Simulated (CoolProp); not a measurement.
R1224YDZ along the isobar 2.64 MPa: density (kg/m³) from the reference equation and from simpler models built on Tc = 428.7 K, pc = 3.334 MPa, ω = 0.325; each cubic takes its own stable root.

The numbers come from the reference Helmholtz-energy equation of state, Akasaka 2023 in CoolProp.

```json
[
 {"T (K)": "270.8", "phase": "liquid", "reference": "1439"},
 {"T (K)": "287.6", "phase": "liquid", "reference": "1397"},
 {"T (K)": "304.5", "phase": "liquid", "reference": "1352"},
 {"T (K)": "321.4", "phase": "liquid", "reference": "1304"},
 {"T (K)": "338.2", "phase": "liquid", "reference": "1254"},
 {"T (K)": "355.1", "phase": "liquid", "reference": "1198"},
 {"T (K)": "372", "phase": "liquid", "reference": "1134"},
 {"T (K)": "388.8", "phase": "liquid", "reference": "1060"},
 {"T (K)": "405.7", "phase": "liquid", "reference": "961.0"},
 {"T (K)": "422.6", "phase": "gas", "reference": "188.9"},
 {"T (K)": "439.4", "phase": "gas", "reference": "156.7"},
 {"T (K)": "456.3", "phase": "gas", "reference": "139.1"},
 {"T (K)": "473.1", "phase": "gas", "reference": "127.1"}
]
```

How far does each simpler model (van der Waals, Redlich-Kwong, Soave-Redlich-Kwong) lie from the reference over these 13 states: mean and median of the absolute difference, and the worst?


- van der Waals: mean 32.1 %, median 40.3 %, worst -78.8 % at 405.7 K and 2.64 MPa
- Redlich-Kwong: mean 12.3 %, median 14.5 %, worst -24.0 % at 405.7 K and 2.64 MPa
- Soave-Redlich-Kwong: mean 9.1 %, median 10.4 %, worst -18.9 % at 405.7 K and 2.64 MPa

At some of these states van der Waals gives the other phase, because its saturation line lies elsewhere.
